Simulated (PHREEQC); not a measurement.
Make-up at 36 °C: 4 mmol/kgw HF, 110 mmol/kgw H2SiF6, 0.69 mmol/kgw HBF4 and 6.9 mmol/kgw H2SO4. Closed to the air; pH follows from the charge balance.

Equilibrium calculation in PHREEQC: ion-association model, wateq4f.dat.

Each row changes one thing in this solution. This is a speciation only: nothing precipitates in the calculation.

| case | pH | ionic strength (mol/kgw) | HF (mol/kgw) | HSO4- (mol/kgw) | SO4-2 (mol/kgw) | H2F2 (mol/kgw) |
|---|---|---|---|---|---|---|
| as made | 0.76 | 0.333 | 0.0156 | 0.00608 | 0.000820 | 0.000459 |
| diluted 2-fold with water | 1.05 | 0.165 | 0.0124 | 0.00284 | 0.000613 | 0.000279 |
| H2SO4 from 0.0069 to 0.0103 mol/kgw | 0.75 | 0.337 | 0.0157 | 0.00909 | 0.00121 | 0.000462 |
| temperature from 36 to 80 °C | 0.79 | 0.315 | 0.0500 | 0.00658 | 0.000321 | 0.000801 |
| HBF4 replaced by (CH3)4NF at the same molality | 0.76 | 0.333 | 0.0157 | 0.00608 | 0.000823 | 0.000463 |
| H2SiF6 replaced by NaHF2 at the same molality | 3.07 | 0.113 | 0.0803 | 0.000270 | 0.00553 | 0.0115 |
| diluted 100-fold with water | 2.72 | 0.00265 | 0.00244 | 1.16e-5 | 5.74e-5 | 1.04e-5 |

Species that the database lacks are ignored. Some of these states are supersaturated (in Quartz (slow to form), Chalcedony (slow to form), SiO2(a), for instance). At this temperature some constants are extrapolated from 25 °C, and those without enthalpy data are left unchanged. SiF6-2 is the database's only silicon fluoride. Real BF4- forms and hydrolyses slowly; the run takes it at equilibrium.
